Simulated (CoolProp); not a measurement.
Vapour-liquid equilibrium of p-xylene (1) + n-nonane (2) at 181.35 °C; x and y are mole fractions of (1).

Values from CoolProp's multi-fluid Helmholtz-energy mixture model, Zhou 2012 and Lemmon 2006; pair parameters Bell 2016.

Q: Give the bubble pressure and the first vapour's composition at x = 0.2, 0.425, 0.8. Is there an azeotrope?

A: x = 0.2: 0.2290 MPa, y = 0.246; x = 0.425: 0.2447 MPa, y = 0.486; x = 0.8: 0.2693 MPa, y = 0.835. No azeotrope shows between x = 0.05 and 0.95.

Pair parameters are fitted to limited data, so mixtures are less certain than the pure fluids.
